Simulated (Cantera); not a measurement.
Charge: 1 mol CH4, a varied amount of CO2, held at 2048.15 K and 10500 Torr.

Cantera equilibrium calculation (NASA polynomials, part measured and part estimated; ideal gas, pure solids and liquids). Candidate condensed phases: C, C6H6, C7H8, C8H18, H2O; 110 gas species. The numbers say what is thermodynamically allowed, not how fast it happens.

Q: What share of the C ends up in condensed phases as a function of n(CO2) (mol), at 0.26, 0.3, 0.34, 0.39, 0.45, 0.51, 0.59, 0.67, 0.77, 0.88, 1, 1.2, 1.3?

A: 
```tsv
n(CO2) (mol)	C condensed (%)	as
0.26	57.8	C(graphite)
0.3	52.9	C(graphite)
0.34	48.4	C(graphite)
0.39	43.1	C(graphite)
0.45	37.2	C(graphite)
0.51	31.8	C(graphite)
0.59	25.2	C(graphite)
0.67	19.2	C(graphite)
0.77	12.5	C(graphite)
0.88	5.9	C(graphite)
1	0.0	-
1.2	0.0	-
1.3	0.0	-
```
